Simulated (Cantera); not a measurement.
Mixture: 9.51 % CH4, 19.0 % O2, 71.5 % N2, equivalence ratio 1.0, at 5.00 bar, adiabatic and at constant volume. Ignition delay is the time to a rise of 400 K.

Computed with Cantera and GRI-Mech 3.0 (53 species, 325 reactions).

Problem. Predict: delay at 1175 K; delay at 1325 K; delay at 1475 K; delay at 1625 K; apparent activation energy between 1550 and 1700 K.

Solution. 
```
Property                                                 Value
--------------------------------------------------  ----------
delay at 1175 K                                        13.3 ms
delay at 1325 K                                        2.05 ms
delay at 1475 K                                       0.403 ms
delay at 1625 K                                        98.9 µs
apparent activation energy between 1550 and 1700 K  190 kJ/mol
```
